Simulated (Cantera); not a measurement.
Input (Python, Cantera) and output of one run.

```python
import numpy as np
import cantera as ct

gas_names = """
    B BN BO BO2 B2 B2O B2O2 B2O3 N NO NO2 NO3 N2 N2O O O2 O3
""".split()
cond_names = """
    B(b) B(L) BN(s) B2O3(L)
""".split()


# ... load() reads the species with a 1 bar reference pressure and builds the phases ...
atoms = {
    'BN': {'B': 1, 'N': 1},
    'O2': {'O': 2},
}
top_T = {'BN(s)': 3200}  # K; cautious upper limits of use, not melting points


# ... equilibrate(T, P, feed) seeds the gas with the atoms and calls Mixture.equilibrate('TP', solver="vcs", rtol=1e-11, max_steps=5000) ...
results = []
feed = {'BN': 1, 'O2': 7}  # mol
T = 1175  # K
P = 5.5  # Pa
mix = equilibrate(T, P, feed)
results.append((T, P, feed, dict(zip(mix.species_names, mix.species_moles))))
x = sorted(zip(gas.X, gas.species_names), reverse=True)
print(f"T = {T:g} K  P = {P:g} Pa  gas = {mix.phase_moles(0):.4g} mol")
print("   x: " + "  ".join(f"{s} {v:.3e}" for v, s in x if v > 0.001))
print("   condensed (mol): " + ("  ".join(f"{mix.phase(i).name} {mix.phase_moles(i):.4g}"
      for i in range(1, mix.n_phases) if mix.phase_moles(i) > 1e-12) or "none"))
```

Result:

```
T = 1175 K  P = 5.5 Pa  gas = 6.751 mol
   x: O2 9.258e-01  N2 7.402e-02
   condensed (mol): B2O3(L) 0.4995
```

Equilibrium computed with Cantera from the NASA thermochemical tables; the gas is ideal and each condensed phase is pure.
